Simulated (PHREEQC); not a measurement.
Consider water at 25 °C with 0.017 mol/kgw Pb(NO3)2, 4.2e-05 mol/kgw HNO3 and 0.049 mol/kgw Na2SO4. Closed to the air; pH follows from the charge balance.

All values are PHREEQC results (ion-association model, phreeqc.dat), not measurements.

Each row changes one thing in this solution. No solid was allowed to form.

```
case                                           pH  ionic strength (mol/kgw)  Na+ (mol/kgw)  SO4-2 (mol/kgw)  PbSO4 (mol/kgw)  Pb+2 (mol/kgw)  SI of Pb(OH)2 (Pb(OH)2)  SI of Anglesite (PbSO4)
-------------------------------------  ----------  ------------------------  -------------  ---------------  ---------------  --------------  -----------------------  -----------------------
as made                                      4.75                     0.142         0.0932           0.0314          0.00958         0.00503                    -1.42                    +3.04
diluted 100-fold with water            (withheld)                   0.00187       0.000978       (withheld)          2.53e-5        0.000143                    -0.54                    +0.44
Pb(NO3)2 from 0.017 to 0.0034 mol/kgw        4.84                     0.135         0.0918           0.0398          0.00209        0.000835                    -2.02                    +2.37
temperature from 25 to 45 °C                 4.85                     0.142     (withheld)           0.0313          0.00933         0.00531                    -0.57                    +2.92
0.019 mol/kgw NaCl added                     4.75                     0.161          0.111           0.0317          0.00874         0.00492                    -1.45                    +3.00
Na2SO4 from 0.049 to 0.0245 mol/kgw          4.61                    0.0843         0.0477           0.0138          0.00816         0.00695                    -1.50                    +2.96
HNO3 from 4.2e-05 to 6.3e-05 mol/kgw         4.59                     0.142         0.0932           0.0314          0.00958         0.00503               (withheld)                    +3.04
```

Some entries are withheld; supply them.


- diluted 100-fold with water, pH: 5.77
- diluted 100-fold with water, SO4-2 (mol/kgw): 0.000463
- temperature from 25 to 45 °C, Na+ (mol/kgw): 0.0928
- HNO3 from 4.2e-05 to 6.3e-05 mol/kgw, SI of Pb(OH)2 (Pb(OH)2): -1.74

Some of these states are supersaturated (in Anglesite, for instance). Away from 25 °C the constants follow the database's enthalpies or fits; those with neither stay at their 25 °C values.
